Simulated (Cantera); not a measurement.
A perfectly stirred reactor is fed with CH₄ : O₂ : N₂ = 1 : 2.04 : 7.67 (molar parts), at 180 Torr; it is adiabatic with a 400 K inlet, and is followed from long to short residence time, starting on the burning branch (τ in s: 0.2, 0.073, 0.027, 0.0099, 0.0037, 0.0013, 0.0005, 0.00018, 6.7e-05, 2.5e-05, 9.2e-06).

Detailed kinetics in Cantera: GRI-Mech 3.0 (53 species, 325 reactions).

Question: What does this change do: pressure from 180 Torr to 390 Torr?

Answer: 
| quantity | before | after |
|---|---|---|
| blow-out, bracketed by the residence times tried | burning at 0.500 ms, out at 0.180 ms | burning at 0.180 ms, out at 67.0 µs |
| x(CH₄) at τ = 0.200 s | 3.82e-6 | 2.52e-6 |
| x(O₂) at τ = 0.200 s | 0.0122 | 0.00980 |
| x(O) at τ = 0.200 s | 0.00104 | 0.000604 |
| x(CO₂) at τ = 0.200 s | 0.0772 | 0.0809 |
| x(C₂H₂) at τ = 0.200 s | 3.00e-10 | 2.35e-10 |
| x(CH₄) at τ = 1.30 ms | 0.000228 | 0.000124 |
| x(O₂) at τ = 1.30 ms | 0.0266 | 0.0222 |
| x(O) at τ = 1.30 ms | 0.00577 | 0.00398 |
| x(CO₂) at τ = 1.30 ms | 0.0580 | 0.0631 |
| x(C₂H₂) at τ = 1.30 ms | 8.20e-8 | 4.73e-8 |

Question: What does this change do: pressure from 180 Torr to 3750 Torr?

Answer: 
| quantity | before | after |
|---|---|---|
| blow-out, bracketed by the residence times tried | burning at 0.500 ms, out at 0.180 ms | burning at 67.0 µs, out at 25.0 µs |
| x(CH₄) at τ = 0.200 s | 3.82e-6 | 6.19e-7 |
| x(O₂) at τ = 0.200 s | 0.0122 | 0.00608 |
| x(O) at τ = 0.200 s | 0.00104 | 0.000177 |
| x(CO₂) at τ = 0.200 s | 0.0772 | 0.0869 |
| x(C₂H₂) at τ = 0.200 s | 3.00e-10 | 3.80e-11 |
| x(CH₄) at τ = 1.30 ms | 0.000228 | 4.65e-5 |
| x(O₂) at τ = 1.30 ms | 0.0266 | 0.0107 |
| x(O) at τ = 1.30 ms | 0.00577 | 0.000517 |
| x(CO₂) at τ = 1.30 ms | 0.0580 | 0.0805 |
| x(C₂H₂) at τ = 1.30 ms | 8.20e-8 | 8.02e-8 |
